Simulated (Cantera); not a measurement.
Charge: 1 mol CaCO3, 0.22 mol CO2, 3.8 mol H2O, held at 1248 K and 57.0 Pa.

Cantera equilibrium calculation (NASA polynomials, part measured and part estimated; ideal gas, pure solids and liquids). Candidate condensed phases: C, C6H6, C7H8, C8H18, Ca, CaCO3, CaO, Ca(OH)2, H2O; 115 gas species. Kinetics and transport are ignored.

What is the equilibrium state?


| Property | Result |
|---|---|
| x(H2O) | 0.757 |
| x(CO2) | 0.243 |
| x(H2) | 0.000115 |
| x(O2) | 8.31e-5 |
| x(CO) | 5.77e-5 |
| x(OH) | 1.41e-5 |
| n(CaO(s)) | 1.00 mol |
| gas amount | 5.020 mol |
| log10 activity of C(graphite) (absent) | -13.11 |
| log10 activity of Ca(l) (absent) | -17.40 |
